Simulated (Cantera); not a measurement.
A Cantera script and what it prints.

```python
import numpy as np
import cantera as ct

gas_names = """
    Br Br2 H HBr H2 N NH NH2 NH3 N2 N2H2 N2H4 Si SiBr SiBr2 SiBr3 SiBr4 SiH SiHBr3 SiH2 SiH2Br2 SiH3
    SiH3Br SiH4 SiN Si2 Si2N Si3
""".split()
cond_names = """
    Br2(cr) Br2(L) Si(cr) Si(L) Si3N4(a)
""".split()


# ... load() reads the species with a 1 bar reference pressure and builds the phases ...
atoms = {
    'Si': {'Si': 1},
    'Br2': {'Br': 2},
    'N2': {'N': 2},
    'HBr': {'H': 1, 'Br': 1},
}
top_T = {'Si3N4(a)': 2400}  # K; cautious upper limits of use, not melting points


# ... equilibrate(T, P, feed) seeds the gas with the atoms and calls Mixture.equilibrate('TP', solver="vcs", rtol=1e-11, max_steps=5000) ...
results = []
T = 1498.15  # K
P = 11  # Pa
for m in [0.7, 1.3, 2.5, 4.8, 9.2, 17, 33, 63]:
    feed = {'Si': 1, 'Br2': 4.3, 'N2': m, 'HBr': 3.6}  # mol
    mix = equilibrate(T, P, feed)
    results.append((T, P, feed, dict(zip(mix.species_names, mix.species_moles))))

top = {s: max(r[3][s] / sum(r[3][g] for g in gas_names) for r in results) for s in gas_names}
cols = sorted((s for s in top if top[s] > 1e-05), key=lambda s: -top[s])[:5]
seen = [c for c in cond_names if any(r[3].get(c, 0) > 1e-12 for r in results)]
print("log10 of partial pressures in bar; condensed amounts in mol")
print(f"{'n(N2)':>10s}" + "".join(f"{s[:9]:>10s}" for s in cols + seen))
for T, P, feed, n in results:
    ng = sum(n[g] for g in gas_names)
    print(f"{feed['N2']:10.4g}" + "".join(f"{np.log10(max(n[s] / ng * P / 1e5, 1e-99)):10.3f}" for s in cols)
          + "".join(f"{n.get(c, 0):10.4g}" for c in seen))
```

Output:

```
log10 of partial pressures in bar; condensed amounts in mol
     n(N2)        N2        Br       HBr     SiBr2        H2
       0.7    -5.191    -4.208    -4.501    -5.048    -6.104
       1.3    -4.944    -4.229    -4.523    -5.068    -6.107
       2.5    -4.700    -4.268    -4.565    -5.107    -6.113
       4.8    -4.484    -4.333    -4.636    -5.173    -6.125
       9.2    -4.307    -4.435    -4.748    -5.277    -6.144
        17    -4.181    -4.570    -4.899    -5.416    -6.175
        33    -4.088    -4.757    -5.112    -5.610    -6.229
        63    -4.032    -4.969    -5.365    -5.833    -6.309
```

These are equilibrium values from Cantera (NASA tables, ideal gas, pure condensed phases), not measurements of a reactor. The tables' values for SiBr3, SiBr are old estimates; treat these amounts as uncertain.
